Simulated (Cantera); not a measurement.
Source: NASA polynomial tables (part measured, part estimated), evaluated in Cantera. Values are per mole of reaction as written; species without (g) are pure solids or liquids, kept so even where they would boil at 1 bar.

NbO₂(g) + 4 N(g) ⇌ Nb + 2 N₂O(g)

| T (K) | ΔH° (kJ) | ΔS° (J/K) | ΔG° (kJ) | log10 K |
|---|---|---|---|---|
| 723 | … | … | … | … |
| 873 | … | … | … | … |
| 1023 | -1535.3 | -426.0 | -1099.5 | 56.14 |
| 1173 | … | … | … | … |
| 1323 | … | … | … | … |

Problem. Some entries are withheld; supply them.

Solution. 
- 723, ΔH° (kJ): -1534.2
- 723, ΔS° (J/K): -424.7
- 723, ΔG° (kJ): -1227.2
- 723, log10 K: 88.66
- 873, ΔH° (kJ): -1535.0
- 873, ΔS° (J/K): -425.7
- 873, ΔG° (kJ): -1163.4
- 873, log10 K: 69.61
- 1173, ΔH° (kJ): -1535.1
- 1173, ΔS° (J/K): -425.8
- 1173, ΔG° (kJ): -1035.6
- 1173, log10 K: 46.12
- 1323, ΔH° (kJ): -1534.5
- 1323, ΔS° (J/K): -425.4
- 1323, ΔG° (kJ): -971.8
- 1323, log10 K: 38.37
